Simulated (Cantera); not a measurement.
Predominance diagram of Na at 1375 K against the partial pressures of O2 and S2 (log10, bar). Standard-state values (1 bar) from the NASA 1993 polynomials, evaluated with Cantera. Candidates: Na(l), Na2O(s), Na2S(s), Na2SO4(l). Only these pure phases compete in this equilibrium. Not in the tables: pyrosulfates.

```
log p(S2) \ log p(O2)
        columns: -30, -28.6, -27.1, -25.7, -24.3, -22.9, -21.4, -20, -18.6, -17.1, -15.7, -14.3, -12.9, -11.4, -10, -8.6, -7.1, -5.7, -4.3, -2.9, -1.4, 0
      0  A A A A A A A A A A A A A A B C C C C C C C
     -1  A A A A A A A A A A A A A A B B C C C C C C
     -2  A A A A A A A A A A A A A A B B C C C C C C
     -3  A A A A A A A A A A A A A A B B C C C C C C
     -4  A A A A A A A A A A A A A A B B B C C C C C
     -5  A A A A A A A A A A A A A A B B B C C C C C
     -6  A A A A A A A A A A A A A A B B B C C C C C
     -7  A A A A A A A A A A A A A A B B B B C C C C
     -8  A A A A A A A A A A A A A A B B B B C C C C
     -9  A A A A A A A A A A A A A A B B B B C C C C
    -10  A A A A A A A A A A A A A A B B B B B C C C
    -11  A A A A A A A A A A A A A A B B B B B C C C
```

A: Na2S(s); B: Na2SO4(l); C: out of reach (another gas would pass 10 bar, or a non-metal would condense).
